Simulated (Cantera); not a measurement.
An adiabatic, constant-pressure homogeneous reactor starts with 36.4 % H2, 13.0 % O2, 50.6 % N2, equivalence ratio 1.4, at 1573 K and 4.40 bar.

Cantera simulation using GRI-Mech 3.0 (53 species, 325 reactions); the numbers are that mechanism's predictions, not measurements. The hydrogen kinetics of GRI-Mech 3.0 are dated; newer H2 mechanisms differ, most at raised pressure. Above 3000 K some thermodynamic fits are extrapolated.

### Question
Predict: time of steepest temperature rise; temperature at 2.00 s; equilibrium temperature; x(H2) at 2.00 s; x(O2) at 2.00 s; x(N2O) at 2.00 s; x(NO) at 2.00 s; x(HO2) at 2.00 s.

### Answer
- time of steepest temperature rise = 2.52 µs
- temperature at 2.00 s = 3004 K
- equilibrium temperature = 3004 K
- x(H2) at 2.00 s = 0.123 (gas-phase equilibrium 0.123)
- x(O2) at 2.00 s = 0.00212 (gas-phase equilibrium 0.00212)
- x(N2O) at 2.00 s = 4.10e-7 (gas-phase equilibrium 4.10e-7)
- x(NO) at 2.00 s = 0.00408 (gas-phase equilibrium 0.00408)
- x(HO2) at 2.00 s = 3.17e-6 (gas-phase equilibrium 3.17e-6)
